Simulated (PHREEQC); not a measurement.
A made-up water analysis in mg/L, 25 °C, pH 8.09, pe -1.9:

```
constituent          mg/L
------------------  -----
Na                   2980
K                     123
Ca                    376
Mg                   90.8
Cl                   4350
S(6) as SO4          1560
Alkalinity as HCO3  0.982
Zn                   1.71
Li                  0.674
Fe(2)                1.64
```

Valence states are taken as typed.

Model: ion-association model, phreeqc.dat, run in PHREEQC.

This is a speciation only: nothing precipitates in the calculation.

Task: Order these Fe species by the share of Fe that they hold, largest first: FeSO4, Fe+2, FeOH+, FeCl+.

Result: Fe+2 (78 %), FeSO4 (16 %), FeCl+ (4.4 %), FeOH+ (1.4 %)

The pH is 8.09 and the ionic strength 0.174 mol/kgw.
